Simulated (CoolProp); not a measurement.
The fluid at 241.24 K and 1.42 MPa (gas) is heated at constant pressure to 346.5 K. The same conditions are run with several fluids, on thermodynamics alone (safety and materials aside).

Values from CoolProp's reference Helmholtz-energy equation of state of each fluid (ethylene: Smukala 2000; carbon monoxide: Lemmon 2006; oxygen: Schmidt 1985; nitrogen: Span 2000).

```csv
fluid,heat (kJ/kg),final density (kg/m³)
ethylene,182,14.6
carbon monoxide,112,13.8
oxygen,99.3,15.8
nitrogen,112,13.8
```

Above 300 K oxygen's equation is extrapolated.
